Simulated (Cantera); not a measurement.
## Premixed flame

A freely propagating, adiabatic, planar premixed flame of CO : H2 : O2 : N2 = 1 : 0.22 : 0.847 : 3.19 (molar parts), equivalence ratio 0.72, unburnt at 548 K and 610000 Pa; mixture-averaged transport, grid criteria slope 0.08 and curve 0.16, no radiation.

Cantera simulation using GRI-Mech 3.0 (53 species, 325 reactions); the numbers are that mechanism's predictions, not measurements. The hydrogen kinetics of GRI-Mech 3.0 are dated; newer H2 mechanisms differ, most at raised pressure. Burning velocities carry a grid error of a few per cent, more on coarse grids.

| z (mm) | T (K) | u (m/s) | x CO | x H2 | x O2 | x O | x NO | x HO2 |
|---|---|---|---|---|---|---|---|---|
| -0.321 | 548 | 0.736 | 0.190 | 0.0413 | 0.161 | <1e-8 | <1e-8 | 1.33e-8 |
| -0.214 | 548 | 0.736 | 0.191 | 0.0400 | 0.161 | <1e-8 | <1e-8 | 2.21e-7 |
| -0.160 | 550 | 0.737 | 0.191 | 0.0380 | 0.162 | <1e-8 | <1e-8 | 1.39e-6 |
| -0.107 | 562 | 0.750 | 0.191 | 0.0333 | 0.162 | 1.31e-8 | 1.09e-8 | 1.06e-5 |
| -0.0534 | 695 | 0.917 | 0.186 | 0.0221 | 0.158 | 3.26e-6 | 3.00e-7 | 0.000179 |
| -0.0267 | 1009 | 1.31 | 0.164 | 0.0132 | 0.144 | 0.000225 | 2.36e-6 | 0.000401 |
| 0 | 1430 | 1.82 | 0.122 | 0.00506 | 0.114 | 0.00272 | 7.41e-6 | 0.000169 |
| 0.0267 | 1717 | 2.14 | 0.0817 | 0.00188 | 0.0898 | 0.00544 | 1.55e-5 | 7.59e-5 |
| 0.0534 | 1884 | 2.32 | 0.0567 | 0.00141 | 0.0768 | 0.00577 | 2.44e-5 | 4.33e-5 |
| 0.107 | 2055 | 2.50 | 0.0347 | 0.00116 | 0.0664 | 0.00440 | 4.00e-5 | 2.06e-5 |
| 0.214 | 2185 | 2.63 | 0.0208 | 0.000737 | 0.0603 | 0.00245 | 6.42e-5 | 9.08e-6 |
| 0.427 | 2264 | 2.71 | 0.0118 | 0.000413 | 0.0566 | 0.00126 | 9.86e-5 | 4.80e-6 |
| 0.855 | 2307 | 2.75 | 0.00674 | 0.000240 | 0.0545 | 0.000705 | 0.000146 | 3.52e-6 |
x: mole fraction of selected species; z is measured from the peak of heat release.

The laminar burning velocity is 73.7 cm/s. The thermal thickness is 0.107 mm. The peak x(O) is 0.00583, the peak x(HO2) comes out as 0.000418 and the grid points is 123.
